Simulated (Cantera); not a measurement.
Ti(OiPr)4 + CH4 + O2 (titanium nitride, carbide and oxide coatings)

A closed system holds: 1 mol Ti(OiPr)4, 0.72 mol CH4, 2.7 mol O2, at 1900 °C and 105 Torr.

Cantera equilibrium calculation (NASA polynomials, part measured and part estimated; ideal gas, pure solids and liquids). Candidate condensed phases: C, C6H6, C7H8, C8H18, H2O, Ti, TiC, TiO, TiO2, Ti2O3, Ti3O5, Ti4O7; 113 gas species. The feed counts by its element totals alone. TiC: taken at fixed stoichiometry. Rates play no part.

```yaml
x(H2): 0.612
x(CO): 0.377
x(H): 0.0101
x(C2H2 (acetylene)): 0.00135
x(CH4): 1.46e-5
x(CH3): 4.64e-6
x(H2O): 2.01e-6
x(C4H2): 1.21e-6
n(C(graphite)): 2.25 mol
n(TiC(s)): 1.000 mol
gas_amount: 24.97 mol
log10 activity of Ti(l) (absent): -3.68
log10 activity of Ti2O3(l) (absent): -10.16
log10 activity of Ti3O5(l) (absent): -16.71
```
